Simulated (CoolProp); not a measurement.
A single-stage vapour-compression cycle with n-perfluorohexane: evaporating at 291.15 K (dew point), condensing at 350.15 K (bubble point), superheat 2 K, subcooling 2 K, compressor efficiency 0.9, no pressure losses. Each further row changes one setting.

Computed with CoolProp (reference Helmholtz-energy equation of state, Gao 2022).

```csv
case,cooling COP,pressure ratio,discharge temperature (K),refrigerating effect (kJ/kg),volumetric capacity (kJ/m³)
as stated,2.29,8.84,350.2,34.8,106
evaporating temperature 296.15 K,2.80,7.04,350.2,38.8,146
condensing temperature 345.15 K,2.81,7.62,345.1,40.5,123
subcooling 7 K,2.66,8.84,350.2,40.5,123
superheat 12 K,2.56,8.84,350.2,43.0,126
compressor efficiency 0.8,2.04,8.84,350.2,34.8,106
```

The compression ends wet for: as stated; evaporating temperature 296.15 K; condensing temperature 345.15 K; subcooling 7 K; superheat 12 K; compressor efficiency 0.8.
